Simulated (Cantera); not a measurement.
# Roasting and sulfation: FeS + O₂ + CO₂

Input: 1 mol FeS, 0.55 mol O₂, 7.7 mol CO₂, equilibrated at 0.0133 bar.

Method: chemical equilibrium by Gibbs-energy minimisation in Cantera with the NASA 1993 tables (ideal gas, pure condensed phases). Candidate condensed phases: C, Fe, Fe(CO)₅, FeO, FeS, FeSO₄, FeS₂, Fe₂O₃, Fe₂(SO₄)₃, Fe₃O₄, S; 25 gas species. Metal and sulfide melt together well below either melting point, which pure phases cannot show. Mutual solubility and eutectic melting of coexisting phases are not modelled. The tables' stoichiometric FeO is somewhat more stable than real wüstite, so its field is too wide. FeO, FeS: taken at fixed stoichiometry. Gases not in the tables: S₃ to S₇. The numbers say what is thermodynamically allowed, not how fast it happens.

| T (K) | x CO₂ | x CO | x SO₂ | x S₂ | x SO | x COS | x Fe | x S₂O | n FeS(s) | n Fe₃O₄(s) | n FeO(s) | n FeO(l) |
|---|---|---|---|---|---|---|---|---|---|---|---|---|
| 998 | 0.948 | 0.00736 | 0.0396 | 0.00435 | 9.63e-6 | 0.000246 | <1e-12 | 6.68e-5 | 0.608 | 0.131 | 0 | 0 |
| 1098 | 0.926 | 0.0240 | 0.0421 | 0.00706 | 4.26e-5 | 0.000380 | <1e-12 | 9.50e-5 | 0.540 | 0.153 | 0 | 0 |
| 1198 | 0.872 | 0.0590 | 0.0546 | 0.0137 | 0.000174 | 0.000574 | 4.76e-11 | 0.000171 | 0.314 | 0 | 0.686 | 0 |
| 1298 | 0.785 | 0.122 | 0.0667 | 0.0246 | 0.000569 | 0.000799 | 2.23e-9 | 0.000286 | 0 | 0 | 1.00 | 0 |
| 1398 | 0.732 | 0.165 | 0.0878 | 0.0133 | 0.00125 | 0.000444 | 4.26e-8 | 0.000202 | 0 | 0 | 1.00 | 0 |
| 1498 | 0.692 | 0.197 | 0.103 | 0.00478 | 0.00211 | 0.000192 | 4.98e-7 | 9.94e-5 | 0 | 0 | 1.000 | 0 |
| 1598 | 0.675 | 0.211 | 0.110 | 0.00106 | 0.00275 | 6.25e-5 | 3.78e-6 | 3.25e-5 | 0 | 0 | 1.000 | 0 |
| 1698 | 0.671 | 0.214 | 0.111 | 0.000203 | 0.00313 | 1.89e-5 | 2.01e-5 | 9.29e-6 | 0 | 0 | 0 | 1.000 |
| 1798 | 0.670 | 0.215 | 0.111 | 4.33e-5 | 0.00343 | 6.22e-6 | 8.22e-5 | 2.87e-6 | 0 | 0 | 0 | 0.999 |
| 1898 | 0.670 | 0.215 | 0.111 | 1.08e-5 | 0.00371 | 2.30e-6 | 0.000287 | 9.96e-7 | 0 | 0 | 0 | 0.997 |
x: gas mole fraction; n: condensed amount in mol.

From 998 K to 1098 K the condensed part is FeS(s) + Fe₃O₄(s). At 1198 K the condensed part is FeO(s) + FeS(s). From 1298 K to 1598 K the condensed part is FeO(s). From 1698 K to 1898 K the condensed part is FeO(l).
